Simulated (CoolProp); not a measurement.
20 sccm (0 °C, 1 atm) of nitrogen bubbles through liquid hexamethyldisiloxane (MM) at 274.6 K and leaves saturated at a total pressure of 0.0349 MPa (ideal gas phase). Each further row changes one setting.

Model: reference Helmholtz-energy equation of state, Thol 2016, in CoolProp.

```tsv
case	vapour pressure (kPa)	mole fraction of vapour	delivery (mg/min)	delivery (sccm)	change of delivery for a bath 1 K warmer (%)
as stated	1.48	[?]	6.44	0.888	6.7
bath temperature 279.6 K	[?]	0.0577	8.87	1.22	6.5
total pressure 0.0698 MPa	1.48	0.0213	3.15	[?]	6.5
```

Task: Fill in the missing entries.

Result: 
- as stated, mole fraction of vapour: 0.0425
- bath temperature 279.6 K, vapour pressure (kPa): 2.01
- total pressure 0.0698 MPa, delivery (sccm): 0.435
